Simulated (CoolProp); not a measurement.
A closed Brayton cycle with nitrogen: compressor inlet 316.15 K and 5.4 MPa, high pressure 14.6 MPa, turbine inlet 685 K, compressor efficiency 0.85, turbine efficiency 0.93, recuperator effectiveness 0.9 (on enthalpy, no pinch check). Each further row changes one setting.

Values from CoolProp's reference Helmholtz-energy equation of state, Span 2000.

```json
[
 {"case": "as stated", "thermal efficiency (%)": "21.6", "net work (kJ/kg)": "40.0", "compressor to turbine work": "0.77", "compressor exit (K)": "440.0", "turbine exit (K)": "531.1"},
 {"case": "turbine inlet 635 K", "thermal efficiency (%)": "16.3", "net work (kJ/kg)": "27.4", "compressor to turbine work": "0.83", "compressor exit (K)": "440.0", "turbine exit (K)": "491.0"},
 {"case": "compressor inlet 326.15 K", "thermal efficiency (%)": "19.4", "net work (kJ/kg)": "35.6", "compressor to turbine work": "0.79", "compressor exit (K)": "453.7", "turbine exit (K)": "531.1"},
 {"case": "high pressure 12.4 MPa", "thermal efficiency (%)": "23.9", "net work (kJ/kg)": "39.4", "compressor to turbine work": "0.73", "compressor exit (K)": "417.1", "turbine exit (K)": "554.0"},
 {"case": "recuperator effectiveness 0.5", "thermal efficiency (%)": "17.8", "net work (kJ/kg)": "40.0", "compressor to turbine work": "0.77", "compressor exit (K)": "440.0", "turbine exit (K)": "531.1"}
]
```
